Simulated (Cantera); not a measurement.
A closed system holds: 1 mol BF3, 0.59 mol O2, 0.26 mol H2, equilibrated at 7.50 Torr.

Method: chemical equilibrium by Gibbs-energy minimisation in Cantera with the NASA 1993 tables (ideal gas, pure condensed phases). Candidate condensed phases: B, B2O3, B3O3H3, H2O; 43 gas species. The tables' values for BF2 are old estimates; treat these amounts as uncertain. Gases not in the tables: H3BO3. Kinetics and transport are ignored.

log p: log10 of the partial pressure in bar; nothing condenses.

```tsv
T (K)	log p BF3	log p HF	log p O2	log p BOF	log p H2O	log p F	log p B3O3F3	log p O
1023	-2.33	-2.72	-2.59	-4.94	-3.29	-11.97	-3.50	-10.80
1123	-2.35	-2.67	-2.59	-4.10	-3.41	-10.80	-3.49	-9.65
1223	-2.36	-2.64	-2.60	-3.44	-3.56	-9.81	-3.60	-8.69
1323	-2.40	-2.62	-2.62	-3.03	-3.83	-8.91	-4.12	-7.89
1423	-2.42	-2.60	-2.63	-2.91	-4.29	-8.01	-5.27	-7.19
1523	-2.42	-2.59	-2.63	-2.89	-4.80	-7.17	-6.52	-6.57
1623	-2.43	-2.58	-2.63	-2.88	?	?	?	?
1723	-2.43	-2.58	-2.63	-2.88	-5.71	-5.78	-8.65	-5.56
1823	-2.43	-2.58	-2.64	-2.88	-6.10	-5.19	-9.54	-5.14
1923	-2.43	-2.58	-2.64	-2.88	-6.44	-4.67	-10.33	-4.76
2023	-2.43	-2.58	-2.64	-2.88	?	?	?	?
2123	-2.44	-2.59	-2.66	-2.86	-7.01	-3.79	-11.64	-4.12
2223	-2.47	-2.60	-2.68	-2.84	-7.24	-3.43	-12.16	-3.85
```

Problem. What belongs in the gaps?

Solution. 
- 2023, log p H2O: -6.75
- 2023, log p F: -4.21
- 2023, log p B3O3F3: -11.03
- 2023, log p O: -4.42
- 1623, log p H2O: -5.28
- 1623, log p F: -6.43
- 1623, log p B3O3F3: -7.65
- 1623, log p O: -6.04
